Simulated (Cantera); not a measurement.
# Hydrogen reduction and annealing atmospheres: Nb2O5 + H2

Input: 1 mol Nb2O5, 1.8 mol H2, held at 24.0 Pa.

Cantera equilibrium calculation (NASA polynomials, part measured and part estimated; ideal gas, pure solids and liquids). Candidate condensed phases: H2O, Nb, NbO, NbO2, Nb2O5; 12 gas species. Mutual solubility and eutectic melting of coexisting phases are not modelled. Condensed phases not in the tables: the oxides between NbO2 and Nb2O5. Kinetics and transport are ignored.

```json
[
 {"T (K)": "873", "x H2": "0.998", "x NbO2": "<1e-12", "x H": "3.02e-9", "x H2O": "0.00179", "x OH": "<1e-12", "x O": "<1e-12", "n NbO2(s)": "0.00646", "n Nb2O5(s)": "0.997", "n Nb2O5(l)": "0"},
 {"T (K)": "1073", "x H2": "0.991", "x NbO2": "<1e-12", "x H": "9.00e-7", "x H2O": "0.00908", "x OH": "3.08e-11", "x O": "<1e-12", "n NbO2(s)": "0.0327", "n Nb2O5(s)": "0.984", "n Nb2O5(l)": "0"},
 {"T (K)": "1273", "x H2": "0.968", "x NbO2": "8.00e-11", "x H": "4.53e-5", "x H2O": "0.0318", "x OH": "1.71e-8", "x O": "<1e-12", "n NbO2(s)": "0.114", "n Nb2O5(s)": "0.943", "n Nb2O5(l)": "0"},
 {"T (K)": "1473", "x H2": "0.921", "x NbO2": "1.12e-7", "x H": "0.000784", "x H2O": "0.0780", "x OH": "1.73e-6", "x O": "1.29e-9", "n NbO2(s)": "0.281", "n Nb2O5(s)": "0.859", "n Nb2O5(l)": "0"},
 {"T (K)": "1673", "x H2": "0.846", "x NbO2": "2.64e-5", "x H": "0.00676", "x H2O": "0.147", "x OH": "5.66e-5", "x O": "3.66e-7", "n NbO2(s)": "0.532", "n Nb2O5(s)": "0.734", "n Nb2O5(l)": "0"},
 {"T (K)": "1873", "x H2": "0.788", "x NbO2": "0.00187", "x H": "0.0370", "x H2O": "0.172", "x OH": "0.000628", "x O": "2.23e-5", "n NbO2(s)": "0.633", "n Nb2O5(s)": "0", "n Nb2O5(l)": "0.682"},
 {"T (K)": "2073", "x H2": "0.684", "x NbO2": "0.0561", "x H": "0.140", "x H2O": "0.116", "x OH": "0.00270", "x O": "0.000398", "n NbO2(s)": "0.374", "n Nb2O5(s)": "0", "n Nb2O5(l)": "0.755"},
 {"T (K)": "2273", "x H2": "0.189", "x NbO2": "0.386", "x H": "0.236", "x H2O": "0.133", "x OH": "0.0258", "x O": "0.0221", "n NbO2(s)": "0", "n Nb2O5(s)": "0", "n Nb2O5(l)": "0.232"}
]
```
x: gas mole fraction; n: condensed amount in mol.

From 873 K to 1673 K the condensed part is NbO2(s) + Nb2O5(s). From 1873 K to 2073 K the condensed part is NbO2(s) + Nb2O5(l). At 2273 K the condensed part is Nb2O5(l).
